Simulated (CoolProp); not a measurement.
Vapour-liquid equilibrium of toluene (1) + m-xylene (2) at 321.4 K; x and y are mole fractions of (1).

The numbers come from the multi-fluid Helmholtz-energy mixture model, Lemmon 2006 and Zhou 2012; pair parameters Bell 2016 in CoolProp.

| x | bubble pressure, mixture model (MPa) | bubble pressure, Raoult's law (MPa) | y, mixture model | y, Raoult's law |
|---|---|---|---|---|
| 0.05 | 0.004242 | 0.004204 | 0.143 | 0.136 |
| 0.15 | 0.005099 | 0.004961 | 0.363 | 0.345 |
| 0.25 | [?] | 0.005719 | 0.519 | 0.498 |
| 0.35 | 0.006800 | 0.006476 | 0.633 | 0.616 |
| 0.45 | [?] | 0.007233 | 0.720 | 0.709 |
| 0.55 | [?] | 0.007991 | 0.788 | 0.785 |
| 0.65 | [?] | 0.008748 | 0.844 | 0.847 |
| 0.75 | 0.009761 | 0.009506 | 0.893 | 0.899 |
| 0.85 | 0.01042 | 0.01026 | 0.937 | 0.944 |
| 0.95 | 0.01107 | 0.01102 | 0.979 | 0.983 |

### Question
Complete the blanks.

### Answer

- 0.25, bubble pressure, mixture model (MPa): 0.005961
- 0.45, bubble pressure, mixture model (MPa): 0.007603
- 0.55, bubble pressure, mixture model (MPa): 0.008362
- 0.65, bubble pressure, mixture model (MPa): 0.009078

The largest gap from Raoult's law is +5.1 % in bubble pressure, at x = 0.45. No azeotrope shows between x = 0.05 and 0.95.

The pair parameters rest on a limited set of measurements; away from them the model extrapolates.
